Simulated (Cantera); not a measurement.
**Adiabatic ignition**

An adiabatic, constant-pressure homogeneous reactor starts with 12.6 % CH4, 0.605 % CO, 18.3 % O2, 68.5 % N2, equivalence ratio 1.4, at 1275 K and 39000 Pa.

Cantera simulation using GRI-Mech 3.0 (53 species, 325 reactions); the numbers are that mechanism's predictions, not measurements.

```json
[
 {"t (s)": "2.00e-6", "T (K)": "1275", "x CH4": "0.126", "x CO": "0.00605", "x O2": "0.183", "x C2H6": "<1e-12", "x C2H": "<1e-12", "x CH2": "<1e-12"},
 {"t (s)": "6.59e-6", "T (K)": "1275", "x CH4": "0.126", "x CO": "0.00605", "x O2": "0.183", "x C2H6": "<1e-12", "x C2H": "<1e-12", "x CH2": "<1e-12"},
 {"t (s)": "2.17e-5", "T (K)": "1275", "x CH4": "0.126", "x CO": "0.00605", "x O2": "0.183", "x C2H6": "<1e-12", "x C2H": "<1e-12", "x CH2": "<1e-12"},
 {"t (s)": "7.17e-5", "T (K)": "1275", "x CH4": "0.126", "x CO": "0.00605", "x O2": "0.183", "x C2H6": "5.03e-12", "x C2H": "<1e-12", "x CH2": "<1e-12"},
 {"t (s)": "0.000236", "T (K)": "1275", "x CH4": "0.126", "x CO": "0.00605", "x O2": "0.183", "x C2H6": "2.17e-10", "x C2H": "<1e-12", "x CH2": "<1e-12"},
 {"t (s)": "0.000779", "T (K)": "1275", "x CH4": "0.126", "x CO": "0.00605", "x O2": "0.183", "x C2H6": "1.39e-8", "x C2H": "<1e-12", "x CH2": "<1e-12"},
 {"t (s)": "0.00257", "T (K)": "1275", "x CH4": "0.126", "x CO": "0.00605", "x O2": "0.183", "x C2H6": "1.41e-6", "x C2H": "<1e-12", "x CH2": "2.42e-12"},
 {"t (s)": "0.00847", "T (K)": "1276", "x CH4": "0.126", "x CO": "0.00605", "x O2": "0.183", "x C2H6": "4.18e-5", "x C2H": "<1e-12", "x CH2": "1.38e-11"},
 {"t (s)": "0.0279", "T (K)": "1288", "x CH4": "0.123", "x CO": "0.00658", "x O2": "0.181", "x C2H6": "0.000512", "x C2H": "<1e-12", "x CH2": "1.63e-10"},
 {"t (s)": "0.0920", "T (K)": "2583", "x CH4": "<1e-12", "x CO": "0.0829", "x O2": "0.00179", "x C2H6": "<1e-12", "x C2H": "<1e-12", "x CH2": "<1e-12"},
 {"t (s)": "0.303", "T (K)": "2583", "x CH4": "<1e-12", "x CO": "0.0829", "x O2": "0.00179", "x C2H6": "<1e-12", "x C2H": "<1e-12", "x CH2": "<1e-12"},
 {"t (s)": "1.00", "T (K)": "2583", "x CH4": "<1e-12", "x CO": "0.0829", "x O2": "0.00179", "x C2H6": "<1e-12", "x C2H": "<1e-12", "x CH2": "<1e-12"}
]
```
x: mole fraction; the columns are a selection and need not sum to one.

time of steepest temperature rise: 41.4 ms
temperature at 1.00 s: 2583 K
equilibrium temperature: 2583 K
x(CH4) at 1.00 s: <1e-12 (gas-phase equilibrium <1e-12)
x(CO) at 1.00 s: 0.0829 (gas-phase equilibrium 0.0829)
x(O2) at 1.00 s: 0.00179 (gas-phase equilibrium 0.00179)
